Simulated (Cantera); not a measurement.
# Gas activation for diamond growth

An isothermal, constant-pressure homogeneous reactor starts with 0.871 % CH4, 96.8 % H2, 0.910 % CO2, 1.45 % H2O, at 2500 K and 0.0263 atm.

Cantera simulation using GRI-Mech 3.0 (53 species, 325 reactions); the numbers are that mechanism's predictions, not measurements. Radical loss at walls, strong at low pressure, is not modelled.

```
t (s)        x CH4   x H2    x CO2      x O2      x O    x HCO
--------  --------  -----  -------  --------  -------  -------
0.000300   0.00775  0.961  0.00819  2.35e-10  8.89e-8  3.54e-8
0.00106    0.00563  0.944  0.00280   7.77e-9  1.02e-6  2.49e-7
0.00374    0.00132  0.929  3.75e-5   3.67e-8  3.89e-6  2.37e-7
0.0132    0.000256  0.920  4.14e-5   5.19e-8  6.34e-6  9.37e-8
0.0466     1.62e-5  0.903  4.21e-5   6.53e-8  1.02e-5  2.20e-8
0.164     5.39e-12  0.863  4.16e-5   1.79e-7  2.80e-5  1.01e-8
0.580     1.79e-12  0.831  4.13e-5   3.25e-7  5.02e-5  8.72e-9
2.05      1.70e-12  0.829  4.13e-5   3.33e-7  5.15e-5  8.67e-9
7.22      1.70e-12  0.829  4.13e-5   3.33e-7  5.15e-5  8.67e-9
25.5      1.70e-12  0.829  4.13e-5   3.33e-7  5.15e-5  8.67e-9
90.0      1.70e-12  0.829  4.13e-5   3.33e-7  5.15e-5  8.67e-9
```
x: mole fraction; the columns are a selection and need not sum to one.

Equilibrium at this temperature and pressure: CH4 1.81e-12, H2 0.829, CO2 4.13e-5, O2 3.33e-7, O 5.15e-5, HCO 8.67e-9 (gas phase only).
